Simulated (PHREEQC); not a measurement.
A made-up water analysis in mg/L, 25 °C, pH 1.91, pe 10.9: Na 787; K 0.0302; Ca 131; Mg 11.7; Cl 378; S(6) as SO4 2580; Cd 7.78; Li 3.16; N(5) as NO3 64.2; Zn 1.49.

Cl is adjusted to close the charge balance.
Valence states are taken as typed.

Equilibrium calculation in PHREEQC: ion-association model, wateq4f.dat.

This is a speciation only: nothing precipitates in the calculation.

**Question.** Predict the ionic strength.

**Answer.** ionic strength 0.0709 mol/kgw.

**Question.** In which forms is Zn present?

**Answer.** Zn+2 58 %, ZnSO4 37 %, Zn(SO4)2-2 4.6 %, ZnCl+ 0.8 % of the Zn.
